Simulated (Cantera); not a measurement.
What does this Cantera script print?

```python
import numpy as np
import cantera as ct

gas = ct.Solution("gri30.yaml")
gas.TPX = 1025, 12000, {'N2O': 1, 'O2': 1.3}
reactor = ct.IdealGasConstPressureReactor(gas, energy="off", clone=False)
net = ct.ReactorNet([reactor])
net.rtol, net.atol = 1e-08, 1e-18
show = ['N2O', 'O2', 'NO', 'N2', 'O', 'NO2']
times = np.geomspace(4e-05, 100, 11)

steps = ct.SolutionArray(gas, extra=["t"])
rows = []
print(f"{'t/s':>10s}{'T/K':>9s}{'P/Pa':>11s}" + "".join(f"{s:>11s}" for s in show))
for t in times:
    while net.time < t:
        t_next = net.step()
        steps.append(gas.state, t=t_next)
    rows.append([np.interp(t, steps.t, y) for y in (steps.T, steps.P, *steps(*show).X.T)])
    print(f"{t:10.3e}{rows[-1][0]:9.1f}{rows[-1][1]:11.4g}" + "".join(f"{x:11.3e}" for x in rows[-1][2:]))
rate = np.gradient(steps.T, steps.t)
print("integrator steps:", len(steps.t))
if steps.T.max() > steps.T[0] + 200:
    print(f"time of steepest temperature rise: {steps.t[rate.argmax()]:.4e} s")
gas.TPX = 1025, 12000, {'N2O': 1, 'O2': 1.3}
gas.equilibrate("TP")
print(f"equilibrium (TP): T = {gas.T:.1f} K  " + "  ".join(f"{s} {gas[s].X[0]:.3e}" for s in show))
```

Output:

```
       t/s      T/K       P/Pa        N2O         O2         NO         N2          O        NO2
 4.000e-05   1025.0    1.2e+04  4.348e-01  5.652e-01  1.007e-10  1.401e-08  1.188e-08  3.040e-19
 1.745e-04   1025.0    1.2e+04  4.348e-01  5.652e-01  1.595e-09  7.306e-08  3.933e-08  4.833e-17
 7.615e-04   1025.0    1.2e+04  4.348e-01  5.652e-01  1.632e-08  4.153e-07  7.036e-08  4.442e-15
 3.322e-03   1025.0    1.2e+04  4.348e-01  5.652e-01  9.282e-08  2.035e-06  7.281e-08  1.416e-13
 1.450e-02   1025.0    1.2e+04  4.348e-01  5.652e-01  4.276e-07  9.114e-06  7.281e-08  3.009e-12
 6.325e-02   1025.0    1.2e+04  4.347e-01  5.652e-01  1.888e-06  4.000e-05  7.281e-08  5.809e-11
 2.759e-01   1025.0    1.2e+04  4.346e-01  5.653e-01  8.258e-06  1.747e-04  7.281e-08  1.081e-09
 1.204e+00   1025.0    1.2e+04  4.338e-01  5.654e-01  3.600e-05  7.617e-04  7.280e-08  1.800e-08
 5.253e+00   1025.0    1.2e+04  4.307e-01  5.659e-01  1.563e-04  3.309e-03  7.276e-08  2.111e-07
 2.292e+01   1025.0    1.2e+04  4.171e-01  5.680e-01  6.678e-04  1.416e-02  7.256e-08  1.322e-06
 1.000e+02   1025.0    1.2e+04  3.638e-01  5.765e-01  2.676e-03  5.693e-02  7.160e-08  5.756e-06
integrator steps: 534
equilibrium (TP): T = 1025.0 K  N2O 9.059e-10  O2 6.428e-01  NO 4.845e-05  N2 3.571e-01  O 7.688e-10  NO2 1.329e-06
```

Model: GRI-Mech 3.0 (53 species, 325 reactions), integrated in Cantera. GRI-Mech 3.0 was tuned for natural gas; its chemistry of N2O as a main component is partial and can be far from experiment. The mechanism lacks the step 2 NO + O2 → 2 NO2, which can matter for NO2 below about 1400 K. The temperature is held fixed by assumption; the heat of reaction is taken as removed at once.
